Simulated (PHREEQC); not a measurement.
A made-up water analysis in mg/kgw, 20 °C, pH 4.06, pe 9.6:

| constituent | mg/kgw |
|---|---|
| Na | 496 |
| K | 394 |
| Ca | 438 |
| Mg | 187 |
| Cl | 552 |
| S(6) as SO4 | 2690 |
| B | 1.62 |
| Zn | 9.93 |
| Mn(2) | 3.88 |

Valence states are taken as typed.

Model: ion-association model, phreeqc.dat, run in PHREEQC.

| Quantity | Value |
|---|---|
| ionic strength | 0.0869 mol/kgw |
| specific conductance | 5100 µS/cm |
| density | 1.002 g/cm³ |
| total alkalinity | -0.182 meq/kg |
| charge-balance error | -1.9 % |

```
species  molality  activity   log γ
-------  --------  --------  ------
Na+        0.0208    0.0165  -0.100
SO4-2      0.0197   0.00775  -0.406
Cl-        0.0156    0.0121  -0.109
K+        0.00961   0.00746  -0.110
Ca+2      0.00713   0.00292  -0.388
Mg+2      0.00462   0.00196  -0.372
```

No solid was allowed to form. Species that the database lacks are ignored.
